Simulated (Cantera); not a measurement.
Cantera run:

```python
import numpy as np
import cantera as ct

gas_names = """
    C CH CH2 CH3 CH2OH CH3O CH4 CH3OH CN CO CO2 COOH C2 C2H CHCO,ketyl C2H2,acetylene C2H2,vinylidene
    CH2CO,ketene C2H3,vinyl CH3CN CH3CO,acetyl C2H4 C2H4O,ethylen CH3CHO,ethanal CH3COOH (HCOOH)2 C2H5
    C2H6 CH3OCH3 C2H5OH CCN CNC C2N2 C2O C3 C3H3,propargyl C3H4,allene C3H4,propyne C3H4,cyclo-
    C3H5,allyl C3H6,propylene C3H6,cyclo- C3H6O C3H7,n-propyl C3H7,i-propyl C3H8 C3H8O,1propanol
    C3H8O,2propanol C3O2 C4 C4H2 C4H4,1,3-cyclo- C4H6,butadiene C4H6,2-butyne C4H6,cyclo- C4H8,1-butene
    C4H8,cis2-buten C4H8,tr2-butene C4H8,isobutene C4H8,cyclo- (CH3COOH)2 C4H9,n-butyl C4H9,i-butyl
    C4H9,s-butyl C4H9,t-butyl C4H10,isobutane C4H10,n-butane C4N2 C5 C5H6,1,3cyclo- C5H8,cyclo-
    C5H10,1-pentene C5H10,cyclo- C5H11,pentyl C5H11,t-pentyl C5H12,n-pentane C5H12,i-pentane
    CH3C(CH3)2CH3 C6H2 C6H5,phenyl C6H5O,phenoxy C6H6 C6H5OH,phenol C6H10,cyclo- C6H12,1-hexene
    C6H12,cyclo- C6H13,n-hexyl C7H7,benzyl C7H8 C7H8O,cresol C7H14,1-heptene C7H15,n-heptyl
    C7H16,n-heptane C8H8,styrene C8H10,ethylbenz C8H16,1-octene C8H17,n-octyl C8H18,isooctane
    C8H18,n-octane C9H19,n-nonyl C10H8,naphthale C10H21,n-decyl C12H9,o-bipheny C12H10,bipheny H HCN HCO
    HCCN HNC HNCO HNO HNO2 HNO3 HO2 H2 HCHO,formaldehy HCOOH H2O H2O2 N NCO NH NH2 NH3 NH2OH NO NO2 NO3
    N2 N2H2 N2H4 N2O O OH O2 O3 Si SiC SiC2 SiC4H12 SiH SiH2 SiH3 SiH4 SiN SiO SiO2 Si2 Si2C Si2N Si3
""".split()
cond_names = """
    C(gr) C6H6(L) C7H8(L) C8H18(L),n-octa H2O(s) H2O(L) Si(cr) Si(L) SiC(b) SiO2(Lqz) SiO2(hqz) SiO2(L)
    Si2N2O(s) Si3N4(a)
""".split()


def load(file, names, dense=False):
    # The tables refer to 1 bar. Condensed volumes are neglected.
    table = {s.name: s for s in ct.Species.list_from_file(file)}
    out = []
    for n in names:
        d = dict(table[n].input_data)
        d["thermo"] = dict(d["thermo"], **{"reference-pressure": 1e5})
        if dense:
            d["equation-of-state"] = {"model": "constant-volume", "density": "1e6 g/cm^3"}
        out.append(ct.Species.from_dict(d))
    return out


gas = ct.Solution(thermo="ideal-gas", species=load("nasa_gas.yaml", gas_names))
cond = {s.name: ct.Solution(thermo="fixed-stoichiometry", species=[s], name=s.name)
        for s in load("nasa_condensed.yaml", cond_names, dense=True)}
atoms = {
    'TEOS': {'Si': 1, 'C': 8, 'H': 20, 'O': 4},
    'NO': {'N': 1, 'O': 1},
    'H2': {'H': 2},
}
top_T = {'C(gr)': 4500, 'SiC(b)': 3050, 'Si2N2O(s)': 2100, 'Si3N4(a)': 2400}  # K; cautious upper limits of use, not melting points


def equilibrate(T, P, feed):
    n = {}
    for name, mol in feed.items():
        for a, k in atoms[name].items():
            n[a] = n.get(a, 0.0) + k * mol
    gas.TPX = T, P, n
    mass = sum(n.values()) * gas.mean_molecular_weight
    gas.equilibrate("TP")
    valid = [c for c in cond.values() if c.min_temp <= T <= top_T.get(c.name, c.max_temp)]
    mix = ct.Mixture([(gas, mass / gas.mean_molecular_weight)] + [(c, 0.0) for c in valid])
    mix.T, mix.P = T, P
    mix.equilibrate("TP", solver="vcs", rtol=1e-11, max_steps=5000)
    return mix


results = []
feed = {'TEOS': 1, 'NO': 2.2, 'H2': 9.5}  # mol
P = 1100  # Pa
for T in [1298, 1398, 1498, 1598, 1698, 1798, 1898]:
    mix = equilibrate(T, P, feed)
    results.append((T, P, feed, dict(zip(mix.species_names, mix.species_moles))))

top = {s: max(r[3][s] / sum(r[3][g] for g in gas_names) for r in results) for s in gas_names}
cols = sorted((s for s in top if top[s] > 1e-06), key=lambda s: -top[s])[:5]
seen = [c for c in cond_names if any(r[3].get(c, 0) > 1e-12 for r in results)]
print("log10 of partial pressures in bar; condensed amounts in mol")
print(f"{'T/K':>10s}" + "".join(f"{s[:9]:>10s}" for s in cols + seen))
for T, P, feed, n in results:
    ng = sum(n[g] for g in gas_names)
    print(f"{T:10.4g}" + "".join(f"{np.log10(max(n[s] / ng * P / 1e5, 1e-99)):10.3f}" for s in cols)
          + "".join(f"{n.get(c, 0):10.4g}" for c in seen))
```

Output:

```
log10 of partial pressures in bar; condensed amounts in mol
       T/K        H2        CO        N2         H       SiO     C(gr)    SiC(b) Si2N2O(s)
      1298    -2.080    -2.614    -3.592    -7.010    -7.242     2.299         0    0.4999
      1398    -2.080    -2.614    -3.592    -6.365    -6.044     2.299         0    0.4989
      1498    -2.097    -2.595    -3.346    -5.813    -5.307    0.8185     0.988         0
      1598    -2.097    -2.596    -3.347    -5.322    -5.136    0.8248    0.9822         0
      1698    -2.098    -2.596    -3.349    -4.889    -4.987    0.8301    0.9749         0
      1798    -2.099    -2.597    -3.352    -4.503    -4.855    0.8325    0.9657         0
      1898    -2.101    -2.599    -3.356    -4.157    -4.738    0.8297     0.954         0
```

Cantera equilibrium calculation (NASA polynomials, part measured and part estimated; ideal gas, pure solids and liquids). The feed counts by its element totals alone.
